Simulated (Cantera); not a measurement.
A closed system holds: 1 mol CH3F, 2.7 mol H2, equilibrated at 823 K and 55.0 Pa.

Cantera equilibrium calculation (NASA polynomials, part measured and part estimated; ideal gas, pure solids and liquids). Candidate condensed phases: C, C6H6, C7H8, C8H18; 95 gas species. Rates play no part.

Base state: H2 0.787, HF 0.213, CH4 0.000318 (mole fractions); condensed: C(graphite).

Problem. What changes in the equilibrium state with this change: pressure from 55.0 Pa to 13.3 mbar?

Solution. 
```
species             before    after
----------------  --------  -------
H2                   0.787    0.778
HF                   0.213    0.214
CH4               0.000318  0.00753
C(graphite), mol     0.999    0.965
```
